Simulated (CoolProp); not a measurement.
A simple Rankine cycle with water: condensing at 301.15 K, boiler at 1.78 MPa, turbine inlet 519.8 K, turbine efficiency 0.85, pump efficiency 0.8, no recuperator. Each further row changes one setting.

Values from CoolProp's reference Helmholtz-energy equation of state, Wagner 2002.

```tsv
case	thermal efficiency (%)	net work (kJ/kg)	heat in (kJ/kg)	turbine exit temperature (K)	volume ratio over the turbine
as stated	28.1	___	2780	301.2	240
turbine inlet 539.8 K	28.2	800	2830	301.2	232
condensing temperature 293.15 K	29.3	825	2820	293.1	374
boiler pressure 1.25 MPa	26.8	751	2810	301.2	169
turbine efficiency 0.75	___	___	2780	301.2	252
```

Q: What belongs in the gaps?

A: 
- as stated, net work (kJ/kg): 782
- turbine efficiency 0.75, thermal efficiency (%): 24.8
- turbine efficiency 0.75, net work (kJ/kg): 690

The expansion ends wet for: as stated; turbine inlet 539.8 K; condensing temperature 293.15 K; boiler pressure 1.25 MPa; turbine efficiency 0.75.
